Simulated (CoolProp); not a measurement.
Vapour-liquid equilibrium of dimethyl ether (1) + R236EA (2) at 297.7 K; x and y are mole fractions of (1).

Model: multi-fluid Helmholtz-energy mixture model, Wu 2011 and Rui 2013; pair parameters Bell 2016, in CoolProp.

Question: Give the bubble pressure and the first vapour's composition at x = 0.2, 0.5, 0.65. Is there an azeotrope?

Answer: x = 0.2: 2.146 bar, y = 0.256; x = 0.5: 2.805 bar, y = 0.698; x = 0.65: 3.518 bar, y = 0.859. No azeotrope shows between x = 0.05 and 0.95.

The pair parameters rest on a limited set of measurements; away from them the model extrapolates.
